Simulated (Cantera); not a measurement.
A closed system holds: 1 mol SiHCl3, 4.2 mol HCl, 470 mol H2, at 1 atm.

Method: chemical equilibrium by Gibbs-energy minimisation in Cantera with the NASA 1993 tables (ideal gas, pure condensed phases). Candidate condensed phases: Si; 19 gas species. The tables' values for SiCl3 are old estimates; treat these amounts as uncertain. Gases not in the tables: Si2H6 and higher silanes. Kinetics and transport are ignored.

x: gas mole fraction; n: condensed amount in mol.

```
T (K)   x H2    x HCl  x SiHCl3   x SiCl4   x SiCl2  x SiH2Cl2       x H  n Si(s)
-----  -----  -------  --------  --------  --------  ---------  --------  -------
1075   0.990  0.00835   0.00108  0.000735   4.57e-5          ?   1.45e-8        0
1125   0.989  0.00872   0.00107  0.000544  0.000136          ?   4.39e-8        0
1175   0.988   0.0102  0.000781  0.000342  0.000240          ?   1.21e-7    0.191
1225   0.987   0.0117  0.000481  0.000182  0.000336          ?   3.08e-7    0.393
1275   0.986   0.0127  0.000271   8.62e-5  0.000421          ?   7.27e-7    0.531
1325   0.986   0.0132  0.000146   3.81e-5  0.000485          ?   1.61e-6    0.609
1375   0.986   0.0135   7.73e-5   1.66e-5  0.000533          ?   3.38e-6    0.649
1425   0.986   0.0136   4.17e-5   7.38e-6  0.000570          ?   6.73e-6    0.667
1475   0.986   0.0137   2.31e-5   3.39e-6  0.000600          ?   1.28e-5    0.674
1525   0.986   0.0137   1.32e-5   1.63e-6  0.000626          ?   2.33e-5    0.673
1575   0.986   0.0137   7.80e-6   8.14e-7  0.000648          ?   4.10e-5    0.669
1625   0.986   0.0137   4.75e-6   4.24e-7  0.000668          ?   6.96e-5    0.663
1675   0.985   0.0137   2.97e-6   2.29e-7  0.000686          ?  0.000115    0.655
```

Q: What belongs in the gaps?

A: 
- 1075, x SiH2Cl2: 0.000186
- 1125, x SiH2Cl2: 0.000259
- 1175, x SiH2Cl2: 0.000229
- 1225, x SiH2Cl2: 0.000170
- 1275, x SiH2Cl2: 0.000118
- 1325, x SiH2Cl2: 7.97e-5
- 1375, x SiH2Cl2: 5.33e-5
- 1425, x SiH2Cl2: 3.60e-5
- 1475, x SiH2Cl2: 2.47e-5
- 1525, x SiH2Cl2: 1.73e-5
- 1575, x SiH2Cl2: 1.23e-5
- 1625, x SiH2Cl2: 8.98e-6
- 1675, x SiH2Cl2: 6.66e-6
